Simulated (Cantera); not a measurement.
A freely propagating, adiabatic, planar premixed flame of C2H6 : O2 : N2 : H2O = 1 : 2.69 : 8.88 : 1.3 (molar parts), equivalence ratio 1.3, unburnt at 525 K and 1.00 bar; mixture-averaged transport, grid criteria slope 0.08 and curve 0.16, no radiation.

Model: GRI-Mech 3.0 (53 species, 325 reactions), integrated in Cantera. Burning velocities carry a grid error of a few per cent, more on coarse grids.

What does this change do: inlet temperature 525 to 325 K?


```json
[
 {"quantity": "laminar burning velocity", "before": "89.3 cm/s", "after": "36.8 cm/s"},
 {"quantity": "thermal thickness", "before": "0.352 mm", "after": "0.452 mm"},
 {"quantity": "peak x(H2)", "before": "0.0491", "after": "0.0474"},
 {"quantity": "peak x(CH2O)", "before": "0.00226", "after": "0.00205"},
 {"quantity": "peak x(CH3)", "before": "0.00404", "after": "0.00291"}
]
```
